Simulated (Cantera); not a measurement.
An isothermal, constant-pressure homogeneous reactor starts with N2O = 1 (molar parts), at 1273 K and 0.0138 atm.

Cantera simulation using GRI-Mech 3.0 (53 species, 325 reactions); the numbers are that mechanism's predictions, not measurements. GRI-Mech 3.0 was tuned for natural gas; its chemistry of N2O as a main component is partial and can be far from experiment. Radical loss at walls, strong at low pressure, is not modelled. The mechanism lacks the step 2 NO + O2 → 2 NO2, which can matter for NO2 below about 1400 K. The temperature is held fixed by assumption; the heat of reaction is taken as removed at once.

One state of this run: x N2O = 0.00225; x O2 = 0.288; x NO = 0.0893; x O = 1.87e-6; x NO2 = 5.00e-5; x N2 = 0.621. x: mole fraction; the columns are a selection and need not sum to one.

Q: Which value of t (s) does it belong to?
A. 0.731
B. 200
C. 2.25
D. 0.00267

A: B, 200
